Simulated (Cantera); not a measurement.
Feed: 1 mol B, 37 mol H2, 0.28 mol N2.

Equilibrium computed with Cantera from the NASA thermochemical tables; the gas is ideal and each condensed phase is pure. Candidate condensed phases: B, BN; 15 gas species. N2 is the only nitrogen source here; it is nearly inert below about 1500 K, so the nitride shown seldom forms there in practice. Mutual solubility and eutectic melting of coexisting phases are not modelled. The numbers say what is thermodynamically allowed, not how fast it happens.

Q: What condenses at these points (T in K, P in Pa): (1600, 320); (1500, 100000); (1700, 32); (2000, 100)?

A: 
```csv
T (K),P in Pa,condensed phases,B condensed (%)
1600,320,B + BN,99.9
1500,100000,B + BN,99.9
1700,32,B + BN,99.8
2000,100,B,97.8
```
